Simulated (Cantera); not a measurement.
A closed system holds: 1 mol SF6, 0.23 mol H2, at 800 °C and 1.70 mbar.

Equilibrium computed with Cantera from the NASA thermochemical tables; the gas is ideal and each condensed phase is pure. Candidate condensed phases: S; 24 gas species. The tables' values for SF3, SF5 are old estimates; treat these amounts as uncertain. Rates play no part.

Base state: SF6 0.527, HF 0.315, SF4 0.157, F 0.000519, SF3 0.000255, SF5 8.70e-5, SF2 2.36e-5 (mole fractions); condensed: gas only.

Task: What changes in the equilibrium state with this change: H2 from 0.23 to 1.2 mol?

Result: 
```csv
species,before,after
HF,0.315,0.710
SF4,0.157,0.235
SF2,2.36e-5,0.0356
SF6,0.527,0.000783
SF3,0.000255,0.0121
S2F2 (SSF2),<1e-9,0.00612
F,0.000519,1.63e-5
SF5,8.70e-5,4.10e-6
```
The tables' values for SF3, S2F2 (SSF2) are old estimates; treat these amounts as uncertain.
